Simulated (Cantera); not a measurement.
Hydrocarbon pyrolysis for carbon deposition

A perfectly stirred reactor is fed with C2H6 : N2 = 1 : 8.2 (molar parts), at 0.825 Torr; it is held at 1475 K, and followed from long to short residence time.

Model: GRI-Mech 3.0 (53 species, 325 reactions), integrated in Cantera. GRI-Mech 3.0 stops at C3 and has no aromatics, soot or wall deposition, so with more carbon than oxygen in the feed, carbon stays in small species such as C2H2 where larger ones or solid carbon would form. Radical loss at walls, strong at low pressure, is not modelled.

```csv
τ (s),x C2H6,x CH3,x CH4,x H2,x H,x CH2
2.6,0.00102,0.00195,0.0327,0.127,0.000360,2.50e-6
0.92,0.00270,0.00310,0.0397,0.109,0.000380,3.89e-6
0.33,0.00695,0.00488,0.0427,0.0887,0.000392,5.88e-6
0.12,0.0172,0.00746,0.0379,0.0666,0.000381,8.33e-6
0.043,0.0395,0.0101,0.0241,0.0432,0.000324,1.00e-5
0.016,0.0723,0.00964,0.00909,0.0203,0.000220,8.42e-6
0.0056,0.0983,0.00539,0.00170,0.00473,0.000104,3.76e-6
0.0020,0.106,0.00227,0.000251,0.000520,2.94e-5,8.11e-7
0.00072,0.108,0.000892,3.55e-5,2.68e-5,4.15e-6,8.34e-8
```
x: mole fraction; the columns are a selection and need not sum to one.
